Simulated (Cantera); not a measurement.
A Cantera script and what it prints.

```python
import numpy as np
import cantera as ct

gas_names = """
    CL CL2 H HCL H2 N NH NH2 NH3 N2 N2H2 N2H4 Si SiCL SiCL2 SiCL3 SiCL4 SiH SiHCL3 SiH2 SiH2CL2 SiH3
    SiH3CL SiH4 SiN Si2 Si2N Si3
""".split()
cond_names = """
    NH4CL(a) NH4CL(b) Si(cr) Si(L) Si3N4(a)
""".split()


# ... load() reads the species with a 1 bar reference pressure and builds the phases ...
atoms = {
    'SiCl4': {'Si': 1, 'CL': 4},
    'NH3': {'N': 1, 'H': 3},
    'H2': {'H': 2},
}
top_T = {'Si3N4(a)': 2400}  # K; cautious upper limits of use, not melting points


# ... equilibrate(T, P, feed) seeds the gas with the atoms and calls Mixture.equilibrate('TP', solver="vcs", rtol=1e-11, max_steps=5000) ...
results = []
feed = {'SiCl4': 1, 'NH3': 0.11, 'H2': 9.2}  # mol
P = 4000  # Pa
for T in [1323, 1398, 1473, 1548, 1623, 1698, 1773, 1848, 1923, 1998, 2073, 2148]:
    mix = equilibrate(T, P, feed)
    results.append((T, P, feed, dict(zip(mix.species_names, mix.species_moles))))
    x = sorted(zip(gas.X, gas.species_names), reverse=True)
    print(f"T = {T:g} K  P = {P:g} Pa  gas = {mix.phase_moles(0):.4g} mol")
    print("   x: " + "  ".join(f"{s} {v:.3e}" for v, s in x if v > 0.001))
    print("   condensed (mol): " + ("  ".join(f"{mix.phase(i).name} {mix.phase_moles(i):.4g}"
          for i in range(1, mix.n_phases) if mix.phase_moles(i) > 1e-12) or "none"))
```

It prints:

```
T = 1323 K  P = 4000 Pa  gas = 11.01 mol
   x: H2 7.784e-01  HCL 1.381e-01  SiCL2 4.472e-02  SiCL4 1.996e-02  SiCL3 1.277e-02  SiHCL3 5.706e-03
   condensed (mol): Si3N4(a) 0.02727
T = 1398 K  P = 4000 Pa  gas = 11.17 mol
   x: H2 7.561e-01  HCL 1.610e-01  SiCL2 5.949e-02  SiCL3 1.112e-02  SiCL4 8.885e-03  SiHCL3 2.929e-03
   condensed (mol): Si3N4(a) 0.02581
T = 1473 K  P = 4000 Pa  gas = 11.28 mol
   x: H2 7.439e-01  HCL 1.707e-01  SiCL2 7.059e-02  SiCL3 8.310e-03  SiCL4 3.347e-03  N2 1.590e-03  SiHCL3 1.370e-03
   condensed (mol): Si3N4(a) 0.01853
T = 1548 K  P = 4000 Pa  gas = 11.37 mol
   x: H2 7.398e-01  HCL 1.672e-01  SiCL2 8.035e-02  SiCL3 5.771e-03  N2 4.838e-03  SiCL4 1.160e-03
   condensed (mol): none
T = 1623 K  P = 4000 Pa  gas = 11.39 mol
   x: H2 7.366e-01  HCL 1.704e-01  SiCL2 8.303e-02  N2 4.828e-03  SiCL3 3.962e-03
   condensed (mol): none
T = 1698 K  P = 4000 Pa  gas = 11.4 mol
   x: H2 7.347e-01  HCL 1.721e-01  SiCL2 8.449e-02  N2 4.822e-03  SiCL3 2.758e-03
   condensed (mol): none
T = 1773 K  P = 4000 Pa  gas = 11.42 mol
   x: H2 7.331e-01  HCL 1.730e-01  SiCL2 8.527e-02  N2 4.817e-03  SiCL3 1.962e-03  H 1.218e-03
   condensed (mol): none
T = 1848 K  P = 4000 Pa  gas = 11.43 mol
   x: H2 7.314e-01  HCL 1.737e-01  SiCL2 8.552e-02  N2 4.812e-03  H 2.267e-03  SiCL3 1.428e-03
   condensed (mol): none
T = 1923 K  P = 4000 Pa  gas = 11.45 mol
   x: H2 7.288e-01  HCL 1.743e-01  SiCL2 8.523e-02  N2 4.803e-03  H 4.021e-03  SiCL3 1.061e-03
   condensed (mol): none
T = 1998 K  P = 4000 Pa  gas = 11.48 mol
   x: H2 7.246e-01  HCL 1.754e-01  SiCL2 8.413e-02  H 6.828e-03  N2 4.788e-03  CL 1.231e-03  SiCL 1.086e-03
   condensed (mol): none
T = 2073 K  P = 4000 Pa  gas = 11.53 mol
   x: H2 7.177e-01  HCL 1.776e-01  SiCL2 8.176e-02  H 1.114e-02  N2 4.764e-03  Si 2.102e-03  CL 2.035e-03  SiCL 1.867e-03
   condensed (mol): none
T = 2148 K  P = 4000 Pa  gas = 11.61 mol
   x: H2 7.067e-01  HCL 1.817e-01  SiCL2 7.753e-02  H 1.752e-02  N2 4.726e-03  Si 4.483e-03  CL 3.297e-03  SiCL 2.965e-03
   condensed (mol): none
```

Equilibrium computed with Cantera from the NASA thermochemical tables; the gas is ideal and each condensed phase is pure. The tables' values for SiCl3, SiCl, SiN are old estimates; treat these amounts as uncertain. Gases not in the tables: Si2H6 and higher silanes.
